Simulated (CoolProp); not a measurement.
R11 at 269.26 K and 2.63 MPa is throttled through a valve to 0.488 MPa with no heat exchange. Each further row changes one setting.

Values from CoolProp's reference Helmholtz-energy equation of state, Jacobsen 1992.

```csv
case,temperature change (K)
as stated,?
outlet pressure 0.146 MPa,?
outlet pressure 0.634 MPa,?
```

Problem. Some entries are withheld; supply them.

Solution. 
- as stated, temperature change (K): +1.0
- outlet pressure 0.146 MPa, temperature change (K): +1.2
- outlet pressure 0.634 MPa, temperature change (K): +0.9
